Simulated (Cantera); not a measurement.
**Equilibrium for carbon deposition, reforming and gasification: C2H4 + CO2 + N2 + NH3**

Feed: 1 mol C2H4, 0.16 mol CO2, 4.7 mol N2, 0.038 mol NH3, at 0.500 bar.

Cantera equilibrium calculation (NASA polynomials, part measured and part estimated; ideal gas, pure solids and liquids). Candidate condensed phases: C, C6H6, C7H8, C8H18, H2O; 136 gas species. Equilibrium is a limit: real reactors are often held back by kinetics, nucleation or transport.

```
T (K)   x N2   x H2    x CO     x HCN       x H  n C(graphite)
-----  -----  -----  ------  --------  --------  -------------
1248   0.665  0.289  0.0450   5.45e-5   3.55e-7           1.84
1398   0.665  0.289  0.0451  0.000214   3.60e-6           1.84
1548   0.665  0.289  0.0451  0.000644   2.34e-5           1.83
1698   0.664  0.289  0.0451   0.00159  0.000110           1.83
1848   0.663  0.288  0.0451   0.00337  0.000402           1.81
1998   0.661  0.285  0.0451   0.00636   0.00121           1.79
2148   0.658  0.281  0.0450    0.0109   0.00313           1.75
2298   0.653  0.275  0.0449    0.0173   0.00710           1.69
2448   0.646  0.264  0.0448    0.0256    0.0145           1.60
2598   0.636  0.248  0.0445    0.0356    0.0268           1.49
```
x: gas mole fraction; n: condensed amount in mol.

From 1248 K to 2598 K the condensed part is C(graphite). The main C-bearing gas is CO throughout.
